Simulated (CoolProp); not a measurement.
n-nonane along the isotherm 499 K: fugacity coefficient from the reference equation and from simpler models built on Tc = 594.5 K, pc = 2.282 MPa, ω = 0.443; each cubic takes its own stable root.

Model: reference Helmholtz-energy equation of state, Lemmon 2006, in CoolProp. It is a short technical equation, of lower accuracy than the large ones.

| p (MPa) | phase | reference | van der Waals | Redlich-Kwong | Soave-Redlich-Kwong | Peng-Robinson |
|---|---|---|---|---|---|---|
| 0.634 | liquid | 0.7030 | 0.8752 | 0.8466 | 0.7255 | 0.7103 |
| 1.27 | liquid | 0.3642 | 0.6841 | 0.5179 | 0.3786 | 0.3687 |
| 1.9 | liquid | 0.2524 | 0.4882 | 0.3628 | 0.2643 | 0.2561 |
| 2.54 | liquid | (withheld) | 0.3896 | (withheld) | 0.2065 | 0.1991 |
| 3.17 | liquid | (withheld) | 0.3323 | 0.2385 | 0.1727 | 0.1657 |
| 3.8 | liquid | 0.1407 | 0.2947 | 0.2081 | 0.1503 | 0.1435 |
| 4.44 | liquid | 0.1248 | 0.2682 | (withheld) | 0.1342 | 0.1275 |
| 5.07 | liquid | (withheld) | 0.2493 | (withheld) | 0.1225 | 0.1158 |
| 5.7 | liquid | 0.1044 | 0.2352 | (withheld) | 0.1135 | 0.1069 |

Task: Some entries are withheld; supply them.

Result: 
- 2.54, reference: 0.1959
- 2.54, Redlich-Kwong: 0.2845
- 3.17, reference: 0.1627
- 4.44, Redlich-Kwong: 0.1863
- 5.07, reference: 0.1133
- 5.07, Redlich-Kwong: 0.1705
- 5.7, Redlich-Kwong: 0.1584

At some of these states van der Waals, Redlich-Kwong gives the other phase, because its saturation line lies elsewhere.
